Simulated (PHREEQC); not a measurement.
A solution holds 0.017 mol H2SO4, 0.0016 mol FeSO4 and 0.16 mol MnSO4 per kg of water, at 20 °C. Closed to the air; pH follows from the charge balance.

Model: Pitzer model, pitzer.dat, run in PHREEQC.

This is a speciation only: nothing precipitates in the calculation.

Question: Predict the pH, specific conductance.

Answer: pH 2.10; specific conductance 20900 µS/cm.

Question: In which forms is S present?

Answer: SO4-2 88 %, HSO4- 12 % of the S.
